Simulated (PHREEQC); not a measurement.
Make-up at 83 °C: 0.066 mol/kgw HCl, 0.14 mol/kgw NiSO4, 0.016 mol/kgw Na2SO4 and 0.0078 mol/kgw CdSO4. Closed to the air; pH follows from the charge balance.

Computed with PHREEQC (ion-association model, wateq4f.dat).

No solid was allowed to form.

Question: Estimate the pH, ionic strength.

Answer: pH 2.08; ionic strength 0.350 mol/kgw.

Question: In which forms is Na present?

Answer: Na+ 94 %, NaSO4- 6.4 % of the Na.

Away from 25 °C the constants follow the database's enthalpies or fits; those with neither stay at their 25 °C values.
